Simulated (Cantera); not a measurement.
A jet of 7.06 % CH4, 5.74 % O2, 87.2 % N2, equivalence ratio 2.5 at 300 K and 5600 Pa hits a platinum plate 3 cm away at a mass flux of 0.13 kg/m²/s; the plate temperature is set and raised in steps from an oxygen-covered start.

Detailed kinetics in Cantera: Deutschmann's 1995 Pt surface mechanism with GRI-Mech 3.0 gas chemistry. Catalytic surfaces can have several steady states; this one follows from the mechanism file's or the stated starting coverage.

x: mole fraction at the wall; θ: surface coverage.

| plate T (K) | wall x CH4 | wall x O2 | wall x H2O | wall x OH | wall x CO | wall x CO2 | θ free Pt | θ H* | θ CO* | θ C* |
|---|---|---|---|---|---|---|---|---|---|---|
| 950 | 0.0338 | 0.0103 | 0.0477 | <1e-8 | 0.0385 | … | 0.460 | 0.00158 | 0.0621 | 0.477 |
| 1000 | 0.0256 | 0.00743 | 0.0449 | <1e-8 | 0.0468 | … | 0.573 | 0.00193 | 0.0516 | 0.374 |
| 1050 | 0.0172 | 0.00488 | 0.0413 | <1e-8 | 0.0553 | … | 0.744 | 0.00219 | 0.0489 | 0.205 |
| 1100 | 0.0129 | 0.00374 | 0.0391 | <1e-8 | 0.0595 | … | 0.881 | 0.00214 | 0.0375 | 0.0789 |
| 1150 | 0.0116 | 0.00343 | 0.0381 | <1e-8 | 0.0606 | … | 0.945 | 0.00191 | 0.0236 | 0.0296 |
| 1200 | 0.0112 | 0.00338 | 0.0373 | 1.30e-8 | 0.0605 | … | 0.972 | 0.00168 | 0.0141 | 0.0119 |
| 1250 | 0.0112 | 0.00344 | 0.0365 | 3.37e-8 | 0.0598 | … | 0.985 | 0.00147 | 0.00851 | 0.00513 |

Question: Fill in the missing entries.

Answer: 
- 950, wall x CO2: 2.75e-5
- 1000, wall x CO2: 4.62e-5
- 1050, wall x CO2: 0.000120
- 1100, wall x CO2: 0.000321
- 1150, wall x CO2: 0.000675
- 1200, wall x CO2: 0.00122
- 1250, wall x CO2: 0.00201
